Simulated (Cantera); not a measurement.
A closed system holds: 1 mol PH₃, 0.22 mol H₂O, 3.7 mol H₂, equilibrated at 0.130 bar.

Cantera equilibrium calculation (NASA polynomials, part measured and part estimated; ideal gas, pure solids and liquids). Candidate condensed phases: H₂O, P, P₄O₁₀; 17 gas species. Gases not in the tables: HPO₂, HPO₃ and P₄O₆. Rates play no part.

log p: log10 of the partial pressure in bar; nothing condenses.

```tsv
T (K)	log p H₂	log p P₂	log p H₂O	log p PO	log p H	log p P
1548	-0.94	-1.97	-2.33	-3.81	-4.98	[?]
1648	-0.94	-1.97	-2.35	-3.52	-4.52	[?]
1748	-0.94	-1.97	-2.37	-3.28	-4.11	[?]
1848	-0.94	-1.98	-2.41	-3.08	-3.75	[?]
1948	-0.94	-1.99	-2.46	-2.91	-3.42	[?]
2048	-0.94	-2.00	-2.52	-2.78	-3.12	[?]
2148	-0.94	-2.01	-2.59	-2.68	-2.85	[?]
```

Q: What belongs in the gaps?

A: 
- 1548, log p P: -6.26
- 1648, log p P: -5.75
- 1748, log p P: -5.31
- 1848, log p P: -4.91
- 1948, log p P: -4.55
- 2048, log p P: -4.23
- 2148, log p P: -3.94
